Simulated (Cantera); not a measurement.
Feed: 1 mol SiH₄, 2.1 mol CO₂, 1.7 mol N₂, equilibrated at 1798 K and 0.00133 bar.

Method: chemical equilibrium by Gibbs-energy minimisation in Cantera with the NASA 1993 tables (ideal gas, pure condensed phases). Candidate condensed phases: C, C₆H₆, C₇H₈, C₈H₁₈, H₂O, Si, SiC, SiO₂, Si₂N₂O, Si₃N₄; 151 gas species. The tables hold silica as quartz up to 1696 K and as liquid above; real silica turns to tridymite and cristobalite and melts near 1996 K. The numbers say what is thermodynamically allowed, not how fast it happens.

Base state: CO 0.347, H₂ 0.308, N₂ 0.287, H₂O 0.0270, SiO 0.0181, CO₂ 0.00796, H 0.00535, OH 3.08e-5 (mole fractions); condensed: SiO₂(condensed).

Question: What changes in the equilibrium state with this change: temperature from 1798 K to 1775 K?

Answer: 
```csv
species,before,after
CO,0.347,0.349
H₂,0.308,0.314
N₂,0.287,0.289
SiO,0.0181,0.0135
H₂O,0.0270,0.0234
OH,3.08e-5,2.06e-5
H,0.00535,0.00444
"SiO₂(condensed), mol",0.893,0.921
```
